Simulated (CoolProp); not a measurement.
Vapour-liquid equilibrium of isobutene (1) + acetone (2) at 108.25 °C; x and y are mole fractions of (1).

Model: multi-fluid Helmholtz-energy mixture model, Lemmon 2005 and Lemmon 2006; pair parameters Bell 2016, in CoolProp.

Task: Give the bubble pressure and the first vapour's composition at x = 0.2, 0.5, 0.8. Is there an azeotrope?

Result: x = 0.2: 9.919 bar, y = 0.570; x = 0.5: 15.25 bar, y = 0.769; x = 0.8: 19.01 bar, y = 0.888. No azeotrope shows between x = 0.05 and 0.95.

Pair parameters are fitted to limited data, so mixtures are less certain than the pure fluids.
